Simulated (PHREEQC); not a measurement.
Model water analysis in mmol/kgw, 25 °C, pH 6.23:

```json
[
 {"constituent": "Na", "mmol/kgw": "84.8"},
 {"constituent": "K", "mmol/kgw": "11.6"},
 {"constituent": "Ca", "mmol/kgw": "3.56"},
 {"constituent": "Mg", "mmol/kgw": "36"},
 {"constituent": "Cl", "mmol/kgw": "143"},
 {"constituent": "S(6)", "mmol/kgw": "19.8"},
 {"constituent": "Alkalinity (meq/kgw)", "mmol/kgw": "0.00628"},
 {"constituent": "Br", "mmol/kgw": "0.0283"},
 {"constituent": "Li", "mmol/kgw": "3.09"}
]
```

Valence states are taken as typed.

Equilibrium calculation in PHREEQC: Pitzer model, pitzer.dat.

Each row changes one thing in this solution. Precipitation was switched off in this run.

```csv
case,HCO3- (mol/kgw),CO2 (mol/kgw),HSO4- (mol/kgw),MgOH+ (mol/kgw),MgCO3 (mol/kgw),CO3-2 (mol/kgw),SI of Gypsum (CaSO4:2H2O),SI of Epsomite (MgSO4:7H2O)
as made,7.26e-6,6.47e-6,2.71e-7,3.19e-8,3.50e-9,2.29e-9,-0.90,-2.62
Cl from 143 to 286 mmol/kgw,7.21e-6,6.25e-6,2.34e-7,3.07e-8,3.62e-9,2.75e-9,-0.95,-2.67
temperature from 25 to 65 °C at the same typed pH,6.88e-6,5.16e-6,7.85e-7,6.26e-7,7.87e-9,3.61e-9,-0.90,-2.96
pH from 6.23 to 7.23 at the same alkalinity,5.70e-6,5.09e-7,2.71e-8,3.19e-7,2.75e-8,1.80e-8,-0.90,-2.62
```

Complexes and solids missing from the database can't appear. Constants without temperature data keep their 25 °C values here.
